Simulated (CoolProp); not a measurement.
n-perfluorobutane along the isobar 0.101 MPa: fugacity coefficient from the reference equation and from simpler models built on Tc = 113.2 °C, pc = 2.322 MPa, ω = 0.372; each cubic takes its own stable root.

Values from CoolProp's reference Helmholtz-energy equation of state, Gao 2022.

```
T (°C)   phase  reference  Redlich-Kwong  Soave-Redlich-Kwong  Peng-Robinson
------  ------  ---------  -------------  -------------------  -------------
-16.55  liquid     0.5233         0.9541               0.5232         0.5265
-6.65   liquid     0.7978         0.9585               0.7972         0.7970
3.25       gas     0.9574         0.9624               0.9565         0.9544
13.15      gas     0.9621         0.9659               0.9608         0.9588
23.05      gas     0.9660         0.9689               0.9647         0.9627
32.95      gas     0.9695         0.9716               0.9681         0.9661
42.85      gas     0.9725         0.9740               0.9711         0.9692
52.75      gas     0.9752         0.9761               0.9738         0.9719
62.65      gas     0.9775         0.9780               0.9762         0.9743
72.55      gas     0.9796         0.9797               0.9784         0.9766
82.45      gas     0.9815         0.9813               0.9803         0.9785
92.35      gas     0.9831         0.9827               0.9821         0.9803
102.25     gas     0.9846         0.9839               0.9836         0.9820
112.15     gas     0.9859         0.9851               0.9851         0.9834
122.05     gas     0.9871         0.9862               0.9864         0.9848
```

At some of these states Redlich-Kwong gives the other phase, because its saturation line lies elsewhere.
